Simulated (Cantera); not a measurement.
An adiabatic, constant-volume homogeneous reactor starts with CO : H2 : CH4 : O2 : N2 = 1 : 0.28 : 0.031 : 0.826 : 3.11 (molar parts), at 1548 K and 0.650 bar.

Cantera simulation using GRI-Mech 3.0 (53 species, 325 reactions); the numbers are that mechanism's predictions, not measurements.

Question: Predict: time of steepest temperature rise; temperature at 0.800 s; equilibrium temperature; x(CO) at 0.800 s; x(H2) at 0.800 s.

Answer: 
```
Property                                                            Result
---------------------------------  ---------------------------------------
time of steepest temperature rise                                  29.7 µs
temperature at 0.800 s                                              2823 K
equilibrium temperature                                             2823 K
x(CO) at 0.800 s                     0.0860 (gas-phase equilibrium 0.0860)
x(H2) at 0.800 s                   0.00520 (gas-phase equilibrium 0.00520)
```
